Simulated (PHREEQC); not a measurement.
## Alkaline etch or developer: an equilibrium model

A solution holds 0.0011 mol/kgw NaOH, 0.012 mol/kgw NaAlO2 and 0.019 mol/kgw (CH3)4NCl, at 20 °C. Closed to the air; pH follows from the charge balance.

Model: ion-association model, wateq4f.dat, run in PHREEQC.

Each row changes one thing in this solution. No solid was allowed to form.

```tsv
case	pH	ionic strength (mol/kgw)	Al(OH)3 (mol/kgw)	SI of Al(OH)3(a) (Al(OH)3)	SI of Boehmite (AlOOH)
as made	11.13	0.0321	4.18e-8	-1.06	+1.13
(CH3)4NCl replaced by ZnCl2 at the same molality	(withheld)	(withheld)	0.000104	+2.34	+4.53
temperature from 20 to 25 °C	10.97	0.0321	(withheld)	-1.09	+1.12
(CH3)4NCl left out	11.16	0.0131	4.18e-8	-1.07	+1.13
NaAlO2 from 0.012 to 0.06 mol/kgw	(withheld)	0.0801	(withheld)	-0.36	+1.84
```

**Question.** Complete the blanks.

**Answer.** 
- (CH3)4NCl replaced by ZnCl2 at the same molality, pH: 7.71
- (CH3)4NCl replaced by ZnCl2 at the same molality, ionic strength (mol/kgw): 0.0662
- temperature from 20 to 25 °C, Al(OH)3 (mol/kgw): 5.80e-8
- NaAlO2 from 0.012 to 0.06 mol/kgw, pH: 11.10
- NaAlO2 from 0.012 to 0.06 mol/kgw, Al(OH)3 (mol/kgw): 2.08e-7

Some of these states are supersaturated (in Boehmite (slow to form), Gibbsite (slow to form), Zn5(OH)8Cl2, for instance). (CH3)4N+ isn't in the database: it is added as a free cation with an ion size of 4 Å.
